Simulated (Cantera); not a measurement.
A closed system holds: 1 mol PbO, 0.017 mol O2, 2.1 mol H2, at 898.15 K and 1.00 bar.

Equilibrium computed with Cantera from the NASA thermochemical tables; the gas is ideal and each condensed phase is pure. Candidate condensed phases: H2O, Pb, PbO, PbO2, Pb3O4; 12 gas species. Rates play no part.

Question: What is the equilibrium state?

Answer: 
| Item | Value |
|---|---|
| x(H2) | 0.508 |
| x(H2O) | 0.492 |
| x(Pb) | 1.30e-6 |
| n(Pb(l)) | 1.000 mol |
| gas amount | 2.100 mol |
| log10 activity of PbO2(s) (absent) | -17.37 |
